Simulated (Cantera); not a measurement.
A Cantera script and what it prints.

```python
import numpy as np
import cantera as ct

gas_names = """
    H H2 N NH NH2 NH3 N2 N2H2 N2H4 Si SiH SiH2 SiH3 SiH4 SiN Si2 Si2N Si3
""".split()
cond_names = """
    Si(cr) Si(L) Si3N4(a)
""".split()


# ... load() reads the species with a 1 bar reference pressure and builds the phases ...
atoms = {
    'trisilylamine': {'Si': 3, 'N': 1, 'H': 9},
    'NH3': {'N': 1, 'H': 3},
    'N2': {'N': 2},
}
top_T = {'Si3N4(a)': 2400}  # K; cautious upper limits of use, not melting points


# ... equilibrate(T, P, feed) seeds the gas with the atoms and calls Mixture.equilibrate('TP', solver="vcs", rtol=1e-11, max_steps=5000) ...
results = []
feed = {'trisilylamine': 1, 'NH3': 8.7, 'N2': 4.6}  # mol
T = 1025  # K
P = 133.322  # Pa
mix = equilibrate(T, P, feed)
results.append((T, P, feed, dict(zip(mix.species_names, mix.species_moles))))
print(gas.report(threshold=1e-06))
for i in range(1, mix.n_phases):
    print(f"{mix.phase(i).name:16s} {mix.phase_moles(i):12.5e} mol")
```

Result:

```
       temperature   1025 K
          pressure   133.32 Pa
           density   0.00015274 kg/m^3
  mean mol. weight   9.7634 kg/kmol
   phase of matter   gas

                          1 kg             1 kmol
                     ---------------   ---------------
          enthalpy        2.2218e+06        2.1693e+07  J
   internal energy         1.349e+06         1.317e+07  J
           entropy             25152        2.4557e+05  J/K
    Gibbs function       -2.3559e+07       -2.3001e+08  J
 heat capacity c_p            3178.8             31036  J/K
 heat capacity c_v            2327.3             22722  J/K

                      mass frac. Y      mole frac. X     chem. pot. / RT
                     ---------------   ---------------   ---------------
                H2           0.14495             0.702           -24.541
                N2           0.85505             0.298           -32.757
     [  +16 minor]        3.8004e-07        3.1192e-07

Si(cr)            0.00000e+00 mol
Si3N4(a)          1.00000e+00 mol
```

Cantera equilibrium calculation (NASA polynomials, part measured and part estimated; ideal gas, pure solids and liquids). The feed counts by its element totals alone.
